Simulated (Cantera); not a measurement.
**Chemical vapour transport: Al + H₂O + O₂ + Cl₂**

Charge: 1 mol Al, 0.54 mol H₂O, 0.22 mol O₂, 0.12 mol Cl₂, at 1200 K.

Cantera equilibrium calculation (NASA polynomials, part measured and part estimated; ideal gas, pure solids and liquids). Candidate condensed phases: Al, AlCl₃, Al₂O₃, H₂O; 29 gas species. Mutual solubility and eutectic melting of coexisting phases are not modelled. The tables' values for AlCl₂ are old estimates; treat these amounts as uncertain. Equilibrium is a limit: real reactors are often held back by kinetics, nucleation or transport.

```tsv
P (Pa)	x H₂	x AlCl	x AlCl₃	x AlCl₂	x Al₂Cl₆	x HCl	x Al	n Al(l)	n Al₂O₃(s)
1000	0.706	0.281	0.00602	0.00724	3.71e-9	0.000253	2.66e-6	0.122	0.327
2400	0.730	0.237	0.0208	0.0124	1.06e-7	0.000336	1.11e-6	0.147	0.327
5600	0.765	0.174	0.0449	0.0156	1.15e-6	0.000386	4.74e-7	0.181	0.327
13000	0.799	0.115	0.0696	0.0157	6.43e-6	0.000397	2.04e-7	0.212	0.327
32000	0.827	0.0687	0.0902	0.0139	2.66e-5	0.000379	8.30e-8	0.234	0.327
75000	0.844	0.0408	0.104	0.0114	8.22e-5	0.000348	3.54e-8	0.247	0.327
180000	0.855	0.0234	0.112	0.00901	0.000232	0.000311	1.48e-8	0.255	0.327
420000	0.861	0.0135	0.117	0.00699	0.000590	0.000275	6.33e-9	0.260	0.327
1000000	0.866	0.00760	0.119	0.00530	0.00145	0.000240	2.66e-9	0.262	0.327
```
x: gas mole fraction; n: condensed amount in mol.

From 7.50 Torr to 7500 Torr the condensed part is Al(l) + Al₂O₃(s). The main Al-bearing gas is AlCl at 7.50 Torr and AlCl₃ at 7500 Torr. The share of Al in condensed phases is highest at 7500 Torr (91.6 %) and lowest at 7.50 Torr (77.5 %).
